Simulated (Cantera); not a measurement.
What does this Cantera script print?

```python
import numpy as np
import cantera as ct

gas = ct.Solution("gri30.yaml", transport_model="mixture-averaged")
show = ['NH3', 'H2O', 'H2']

rows = []
print(f"{'T/K':>7s}{'rho':>11s}{'cp':>10s}{'mu':>11s}{'lambda':>11s}{'Pr':>7s}" + "".join(f"{'D_' + s:>11s}" for s in show))
for T in [400, 500, 600, 700, 800, 900, 1000, 1100]:
    gas.TPX = T, 2666, {'C3H8': 0.25}
    Pr = gas.cp_mass * gas.viscosity / gas.thermal_conductivity
    D = [gas.mix_diff_coeffs_mole[gas.species_index(s)] for s in show]
    rows.append([gas.density, gas.cp_mass, gas.viscosity, gas.thermal_conductivity, Pr, *D])
    print(f"{T:7g}{gas.density:11.4e}{gas.cp_mass:10.1f}{gas.viscosity:11.4e}"
          f"{gas.thermal_conductivity:11.4e}{Pr:7.3f}" + "".join(f"{d:11.4e}" for d in D))
print("SI units: kg/m3, J/kg/K, Pa s, W/m/K, m2/s")
```

Output:

```
    T/K        rho        cp         mu     lambda     Pr      D_NH3      D_H2O       D_H2
    400 3.5349e-02    2133.9 1.0870e-05 3.0696e-02  0.756 7.5682e-04 7.7168e-04 2.9431e-03
    500 2.8279e-02    2549.2 1.3269e-05 4.4852e-02  0.754 1.1687e-03 1.1965e-03 4.3176e-03
    600 2.3566e-02    2917.3 1.5474e-05 5.9781e-02  0.755 1.6535e-03 1.6988e-03 5.8853e-03
    700 2.0199e-02    3237.2 1.7519e-05 7.4960e-02  0.757 2.2048e-03 2.2719e-03 7.6335e-03
    800 1.7674e-02    3511.9 1.9434e-05 9.0116e-02  0.757 2.8177e-03 2.9106e-03 9.5522e-03
    900 1.5711e-02    3748.9 2.1240e-05 1.0510e-01  0.758 3.4882e-03 3.6104e-03 1.1634e-02
   1000 1.4140e-02    3959.8 2.2954e-05 1.1983e-01  0.759 4.2130e-03 4.3679e-03 1.3871e-02
   1100 1.2854e-02    4120.2 2.4587e-05 1.3425e-01  0.755 4.9894e-03 5.1801e-03 1.6258e-02
SI units: kg/m3, J/kg/K, Pa s, W/m/K, m2/s
```

Model: GRI-Mech 3.0 (53 species, 325 reactions), integrated in Cantera. The composition is frozen, though it would react at the higher temperatures.
